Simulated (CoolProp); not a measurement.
Vapour-liquid equilibrium of R22 (1) + acetone (2) at 140 kPa; x and y are mole fractions of (1).

Values from CoolProp's multi-fluid Helmholtz-energy mixture model, Kamei 1995 and Lemmon 2006; pair parameters Bell 2016.

```csv
x,bubble temperature (°C),y at the bubble point,dew temperature at overall composition x (°C),liquid density (mol/L)
0.05,46.0,0.503,64.3,13.15
0.2,21.0,0.836,(withheld),(withheld)
0.35,7.9,0.925,53.2,14.37
0.5,-4.0,0.970,(withheld),14.88
0.65,(withheld),0.991,37.3,15.39
0.8,-25.4,0.998,(withheld),15.82
0.95,-32.2,1.000,2.2,16.05
```

### Question
Complete the blanks.

### Answer

- 0.2, dew temperature at overall composition x (°C): 59.1
- 0.2, liquid density (mol/L): 13.85
- 0.5, dew temperature at overall composition x (°C): 46.2
- 0.65, bubble temperature (°C): -15.5
- 0.8, dew temperature at overall composition x (°C): 25.0

No azeotrope shows between x = 0.05 and 0.95.

The pair parameters rest on a limited set of measurements; away from them the model extrapolates. With so large a gap from Raoult's law the liquid may split in two, which this calculation doesn't test in full.
